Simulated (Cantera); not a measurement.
Carbon deposition, reforming and gasification: C2H5OH + NH3

Charge: 1 mol C2H5OH, 0.07 mol NH3, at 900 K and 7.50 Torr.

These are equilibrium values from Cantera (NASA tables, ideal gas, pure condensed phases), not measurements of a reactor. Candidate condensed phases: C, C6H6, C7H8, C8H18, H2O; 136 gas species. Kinetics and transport are ignored.

```json
{
 "x(H2)": "0.749",
 "x(CO)": "0.233",
 "x(N2)": "0.00853",
 "x(H2O)": "0.00424",
 "x(CO2)": "0.00304",
 "x(CH4)": "0.00175",
 "n(C(graphite))": "1.02 mol",
 "gas_amount": "4.103 mol"
}
```
